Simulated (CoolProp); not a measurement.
A single-stage vapour-compression cycle with R115: evaporating at 274.15 K (dew point), condensing at 301.15 K (bubble point), superheat 8 K, subcooling 8 K, compressor efficiency 0.9, no pressure losses. Each further row changes one setting.

Model: reference Helmholtz-energy equation of state, Lemmon 2016, in CoolProp.

| case | cooling COP | pressure ratio | discharge temperature (K) | refrigerating effect (kJ/kg) | volumetric capacity (kJ/m³) |
|---|---|---|---|---|---|
| as stated | … | 2.15 | 306.0 | 93.9 | 3170 |
| evaporating temperature 279.15 K | … | 1.84 | 306.5 | … | 3780 |
| condensing temperature 296.15 K | … | 1.88 | … | 99.3 | 3350 |
| subcooling 13 K | 8.76 | 2.15 | 306.0 | 99.3 | 3350 |
| superheat 18 K | 8.47 | 2.15 | 315.6 | 101 | 3250 |
| compressor efficiency 0.8 | 7.37 | 2.15 | … | 93.9 | 3170 |

Problem. Complete the blanks.

Solution. 
- as stated, cooling COP: 8.29
- evaporating temperature 279.15 K, cooling COP: 10.6
- evaporating temperature 279.15 K, refrigerating effect (kJ/kg): 96.6
- condensing temperature 296.15 K, cooling COP: 10.5
- condensing temperature 296.15 K, discharge temperature (K): 301.6
- compressor efficiency 0.8, discharge temperature (K): 307.6
